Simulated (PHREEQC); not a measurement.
Dissolve 0.38 mol HF, 7.9e-05 mol H2SiF6 and 0.0027 mol HBF4 per kg of water at 25 °C. Closed to the air; pH follows from the charge balance.

Model: ion-association model, phreeqc.dat, run in PHREEQC.

| quantity | before | after |
|---|---|---|
| pH | 1.61 | 1.74 |
| ionic strength (mol/kgw) | 0.0282 | 0.0207 |
| HF (mol/kgw) | 0.341 | 0.351 |
| HF2- (mol/kgw) | 0.0143 | 0.0108 |
| F- (mol/kgw) | 0.0109 | 0.00699 |
| BF3OH- (mol/kgw) | 2.88e-6 | 6.33e-6 |

What was changed between the two runs?
A) temperature from 25 to 65 °C
B) HBF4 from 0.0027 to 0.00135 mol/kgw
C) temperature from 25 to 85 °C
D) H2SiF6 replaced by KF at the same molality
E) 0.12 mol/kgw H3PO4 added

A, temperature from 25 to 65 °C

No solid was allowed to form. Away from 25 °C the constants follow the database's enthalpies or fits; those with neither stay at their 25 °C values. SiF6-2 is the database's only silicon fluoride. Real BF4- forms and hydrolyses slowly; the run takes it at equilibrium.
